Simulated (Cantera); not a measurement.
Charge: 1 mol SiCl4, 9 mol O3, 160 mol N2, at 850 °C and 0.0975 Torr.

Method: chemical equilibrium by Gibbs-energy minimisation in Cantera with the NASA 1993 tables (ideal gas, pure condensed phases). Candidate condensed phases: Si, SiO2, Si2N2O, Si3N4; 23 gas species. The numbers say what is thermodynamically allowed, not how fast it happens.

Base state: N2 0.911, O2 0.0711, Cl 0.0126, Cl2 0.00510, NO 6.54e-5 (mole fractions); condensed: SiO2(β-quartz).

### Question
What changes in the equilibrium state with this change: N2 from 160 to 34 mol?

### Answer
```csv
species,before,after
N2,0.911,0.691
O2,0.0711,0.254
Cl,0.0126,0.0286
Cl2,0.00510,0.0264
NO,6.54e-5,0.000108
"SiO2(β-quartz), mol",1.00,1.00
```
